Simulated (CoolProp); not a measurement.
A single-stage vapour-compression cycle with R143a: evaporating at 204.15 K (dew point), condensing at 259.15 K (bubble point), superheat 10 K, subcooling 8 K, compressor efficiency 0.85, no pressure losses. Each further row changes one setting.

Values from CoolProp's reference Helmholtz-energy equation of state, Lemmon and Jacobsen 2000.

```tsv
case	cooling COP	pressure ratio	discharge temperature (K)	refrigerating effect (kJ/kg)	volumetric capacity (kJ/m³)
as stated	2.63	12.3	303.8	186	284
evaporating temperature 209.15 K	3.03	9.19	298.9	189	380
condensing temperature 254.15 K	2.96	10.3	297.0	193	295
subcooling 13 K	2.73	12.3	303.8	193	295
superheat 20 K	2.61	12.3	314.9	194	282
compressor efficiency 0.75	2.32	12.3	313.2	186	284
```
